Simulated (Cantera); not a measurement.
A diamond (100) surface in a fixed gas of H2 with x(CH4) = 0.0048, x(H) = 0.0082, x(CH3) = 0.00077, 135 Torr; coverages are run to steady state.

Model: the Harris–Goodwin 1993 mechanism for the reconstructed diamond (100) surface, integrated in Cantera.

One state of this run: growth (µm/h) = 83.5; θ c6HH = 0.523; θ c6H* = 0.0219; θ c6*H = 0.387; θ c6** = 0.0126; θ c6HM = 0.0384. θ: site fractions in the mechanism's names (c6HH fully hydrogenated, c6H* and c6*H radical sites, c6** diradical, c6HM methylated).

Which value of T (K) does it belong to?
(A) 1275
(B) 900
(C) 1125
(D) 1050

D, 1050
